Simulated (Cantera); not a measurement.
## Adiabatic ignition

An adiabatic, constant-volume homogeneous reactor starts with 15.0 % CO, 4.06 % H₂, 14.7 % O₂, 55.2 % N₂, 11.0 % H₂O, at 1575 K and 22000 Pa.

Detailed kinetics in Cantera: GRI-Mech 3.0 (53 species, 325 reactions).

```
t (s)     T (K)  P (bar)    x CO     x H₂    x O₂  x H₂O     x CO₂
--------  -----  -------  ------  -------  ------  -----  --------
1.00e-6    1575    0.220   0.150   0.0406   0.147  0.110   2.21e-8
2.32e-6    1575    0.220   0.150   0.0406   0.147  0.110   5.34e-8
5.37e-6    1575    0.220   0.150   0.0406   0.147  0.110   1.41e-7
1.25e-5    1575    0.220   0.150   0.0406   0.147  0.110   4.86e-7
2.89e-5    1575    0.220   0.150   0.0406   0.147  0.110   4.26e-6
6.69e-5    1576    0.220   0.150   0.0377   0.145  0.112  0.000708
0.000155   1721    0.239  0.0921   0.0133  0.0961  0.116    0.0591
0.000360   1989    0.272  0.0599   0.0160  0.0796  0.113    0.0936
0.000834   2278    0.306  0.0553   0.0123  0.0763  0.126     0.101
0.00193    2526    0.333  0.0455  0.00865  0.0717  0.136     0.114
0.00448    2578    0.339  0.0425  0.00783  0.0696  0.138     0.117
0.0104     2574    0.338  0.0423  0.00781  0.0678  0.139     0.118
0.0241     2570    0.338  0.0421  0.00778  0.0658  0.139     0.118
0.0558     2569    0.337  0.0420  0.00778  0.0651  0.139     0.118
0.129      2569    0.337  0.0420  0.00778  0.0651  0.139     0.118
0.300      2569    0.337  0.0420  0.00778  0.0651  0.139     0.118
```
x: mole fraction; the columns are a selection and need not sum to one.

```json
{
  "time_of_steepest_temperature_rise": "0.136 ms",
  "temperature at 0.300 s": "2569 K",
  "equilibrium_temperature": "2569 K",
  "x(CO) at 0.300 s": "0.0420 (gas-phase equilibrium 0.0420)",
  "x(H₂) at 0.300 s": "0.00778 (gas-phase equilibrium 0.00778)",
  "x(O₂) at 0.300 s": "0.0651 (gas-phase equilibrium 0.0651)"
}
```
